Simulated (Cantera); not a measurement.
Charge: 1 mol LiOH, 0.7 mol O₂, 0.6 mol H₂, held at 1950 Torr.

Cantera equilibrium calculation (NASA polynomials, part measured and part estimated; ideal gas, pure solids and liquids). Candidate condensed phases: H₂O, Li, LiH, LiOH, Li₂O; 17 gas species. Mutual solubility and eutectic melting of coexisting phases are not modelled. Condensed phases not in the tables: the peroxide. Kinetics and transport are ignored.

x: gas mole fraction; n: condensed amount in mol.

```
T (°C)  x H₂O    x LiOH   x O₂      x OH    x Li₂O  x Li₂(OH)₂      x Li  n LiOH(l)  n Li₂O(s)  n Li₂O(l)
------  -----  --------  -----  --------  --------  ----------  --------  ---------  ---------  ---------
675     0.600   8.45e-7  0.400   8.92e-8    <1e-12         [?]    <1e-12      1.000          0          0
775     0.600   1.15e-5  0.400   6.38e-7    <1e-12         [?]    <1e-12      1.000          0          0
875     0.600   9.55e-5  0.400   3.24e-6  9.32e-12         [?]    <1e-12      1.000          0          0
975     0.600  0.000552  0.400   1.27e-5  4.82e-10         [?]  8.90e-12      0.999          0          0
1075    0.598   0.00240  0.399   4.06e-5   1.32e-8         [?]  2.65e-10      0.997          0          0
1175    0.595   0.00837  0.396  0.000110   2.21e-7         [?]   4.84e-9      0.991          0          0
1275    0.684    0.0244  0.290  0.000262   2.15e-6         [?]   6.00e-8      0.275      0.344          0
1375    0.683    0.0558  0.259  0.000548   1.42e-5         [?]   4.98e-7          0      0.454          0
1475    0.634     0.111  0.252   0.00103   7.43e-5         [?]   3.16e-6          0      0.408          0
1575    0.558     0.196  0.240   0.00176  0.000318     0.00308   1.63e-5          0          0      0.331
1675    0.476     0.290  0.227   0.00276  0.000958     0.00297   6.45e-5          0          0      0.237
1775    0.382     0.396  0.211   0.00397   0.00257         [?]  0.000223          0          0      0.117
1875    0.304     0.482  0.198   0.00543   0.00546         [?]  0.000642          0          0          0
1975    0.302     0.481  0.197   0.00811   0.00613         [?]   0.00124          0          0          0
```

### Question
Some entries are withheld; supply them.

### Answer

- 675, x Li₂(OH)₂: 2.46e-7
- 775, x Li₂(OH)₂: 2.24e-6
- 875, x Li₂(OH)₂: 1.30e-5
- 975, x Li₂(OH)₂: 5.44e-5
- 1075, x Li₂(OH)₂: 0.000176
- 1175, x Li₂(OH)₂: 0.000466
- 1275, x Li₂(OH)₂: 0.00106
- 1375, x Li₂(OH)₂: 0.00172
- 1475, x Li₂(OH)₂: 0.00244
- 1775, x Li₂(OH)₂: 0.00265
- 1875, x Li₂(OH)₂: 0.00202
- 1975, x Li₂(OH)₂: 0.00110
